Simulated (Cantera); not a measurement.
# Gas-phase reforming

An isothermal, constant-pressure homogeneous reactor starts with CH₄ : H₂O = 1 : 0.95 (molar parts), at 1900 K and 1.97 atm.

Detailed kinetics in Cantera: GRI-Mech 3.0 (53 species, 325 reactions).

```
t (s)       x CH₄    x H₂O   x C₂H₆      x CO    x H₂
--------  -------  -------  -------  --------  ------
3.00e-5     0.454    0.476  0.00434  0.000185  0.0423
0.000194    0.241    0.401  0.00103   0.00260   0.262
0.00125    0.0760    0.328  9.09e-5    0.0131   0.446
0.00805    0.0273    0.240  1.14e-5    0.0593   0.550
0.0520     0.0150    0.106  2.92e-6     0.156   0.660
0.335     0.00582   0.0239  4.64e-7     0.224   0.728
2.16      0.00285  0.00160  1.25e-7     0.243   0.746
14.0      0.00262  1.50e-5  1.07e-7     0.244   0.748
90.0      0.00262  1.50e-5  1.07e-7     0.244   0.748
```
x: mole fraction; the columns are a selection and need not sum to one.

Equilibrium at this temperature and pressure: CH₄ 0.00262, H₂O 1.53e-5, C₂H₆ 1.07e-7, CO 0.244, H₂ 0.748 (gas phase only).
